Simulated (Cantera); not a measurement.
Charge: 1 mol toluene, 1.7 mol O₂, at 0.270 bar.

Method: chemical equilibrium by Gibbs-energy minimisation in Cantera with the NASA 1993 tables (ideal gas, pure condensed phases). Candidate condensed phases: C, C₆H₆, C₇H₈, C₈H₁₈, H₂O; 110 gas species. Rates play no part.

x: gas mole fraction; n: condensed amount in mol.

```csv
T (K),x H₂,x CO,x H,x H₂O,x CO₂,n C(graphite)
1125,0.537,0.453,6.27e-8,___,0.00324,3.64
1225,0.539,0.458,4.40e-7,___,0.000759,3.61
1325,0.540,0.459,2.31e-6,___,0.000220,3.60
1425,0.540,0.459,9.65e-6,___,7.61e-5,3.60
1525,0.540,0.459,3.35e-5,___,3.04e-5,3.60
1625,0.540,0.459,9.98e-5,___,1.37e-5,3.60
1725,0.540,0.459,0.000263,___,6.81e-6,3.60
1825,0.540,0.459,0.000623,___,3.67e-6,3.60
1925,0.539,0.459,0.00135,___,2.11e-6,3.60
2025,0.538,0.459,0.00272,___,1.29e-6,3.59
2125,0.536,0.458,0.00511,___,8.29e-7,3.59
```

Question: Complete the blanks.

Answer: 
- 1125, x H₂O: 0.00423
- 1225, x H₂O: 0.00131
- 1325, x H₂O: 0.000481
- 1425, x H₂O: 0.000203
- 1525, x H₂O: 9.64e-5
- 1625, x H₂O: 5.01e-5
- 1725, x H₂O: 2.82e-5
- 1825, x H₂O: 1.69e-5
- 1925, x H₂O: 1.07e-5
- 2025, x H₂O: 7.08e-6
- 2125, x H₂O: 4.87e-6
